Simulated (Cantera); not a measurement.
Cantera run:

```python
import numpy as np
import cantera as ct

gas_names = """
    C CO CO2 C2 C2O C3 C3O2 C4 C5 Fe FeC5O5 FeO O O2 O3
""".split()
cond_names = """
    C(gr) Fe(a) Fe(c) Fe(d) Fe(L) FeC5O5(L) FeO(s) FeO(L) Fe2O3(s) Fe3O4(s)
""".split()


# ... load() reads the species with a 1 bar reference pressure and builds the phases ...
atoms = {
    'Fe3O4': {'Fe': 3, 'O': 4},
    'CO': {'C': 1, 'O': 1},
}
top_T = {'C(gr)': 4500, 'Fe2O3(s)': 1830, 'Fe3O4(s)': 1870}  # K; cautious upper limits of use, not melting points


# ... equilibrate(T, P, feed) seeds the gas with the atoms and calls Mixture.equilibrate('TP', solver="vcs", rtol=1e-11, max_steps=5000) ...
results = []
feed = {'Fe3O4': 1, 'CO': 9.1}  # mol
P = 133.322  # Pa
for T in [1475, 1525, 1575, 1625, 1675, 1725, 1775, 1825, 1875, 1925]:
    mix = equilibrate(T, P, feed)
    results.append((T, P, feed, dict(zip(mix.species_names, mix.species_moles))))

top = {s: max(r[3][s] / sum(r[3][g] for g in gas_names) for r in results) for s in gas_names}
cols = sorted((s for s in top if top[s] > 0.0001), key=lambda s: -top[s])[:6]
seen = [c for c in cond_names if any(r[3].get(c, 0) > 1e-12 for r in results)]
print("log10 of partial pressures in bar; condensed amounts in mol")
print(f"{'T/K':>10s}" + "".join(f"{s[:9]:>10s}" for s in cols + seen))
for T, P, feed, n in results:
    ng = sum(n[g] for g in gas_names)
    print(f"{T:10.4g}" + "".join(f"{np.log10(max(n[s] / ng * P / 1e5, 1e-99)):10.3f}" for s in cols)
          + "".join(f"{n.get(c, 0):10.4g}" for c in seen))
```

It prints:

```
log10 of partial pressures in bar; condensed amounts in mol
       T/K        CO       CO2        Fe       FeO     Fe(c)     Fe(d)    FeO(s)    FeO(L)
      1475    -2.941    -3.725    -7.059    -9.895    0.2838         0     2.716         0
      1525    -2.939    -3.737    -6.597    -9.318    0.2485         0      2.75         0
      1575    -2.938    -3.749    -6.165    -8.780    0.2137         0     2.782         0
      1625    -2.936    -3.760    -5.761    -8.275    0.1768         0     2.811         0
      1675    -2.934    -3.781    -5.382    -7.814         0    0.1066         0     2.865
      1725    -2.932    -3.810    -5.027    -7.392         0         0         0     2.935
      1775    -2.938    -3.789    -4.749    -6.995         0         0         0     2.876
      1825    -2.948    -3.758    -4.503    -6.621         0         0         0     2.779
      1875    -2.963    -3.716    -4.289    -6.268         0         0         0     2.631
      1925    -2.984    -3.665    -4.105    -5.934         0         0         0     2.422
```

Method: chemical equilibrium by Gibbs-energy minimisation in Cantera with the NASA 1993 tables (ideal gas, pure condensed phases). Mutual solubility and eutectic melting of coexisting phases are not modelled. The tables' stoichiometric FeO is somewhat more stable than real wüstite, so its field is too wide. FeO: taken at fixed stoichiometry.
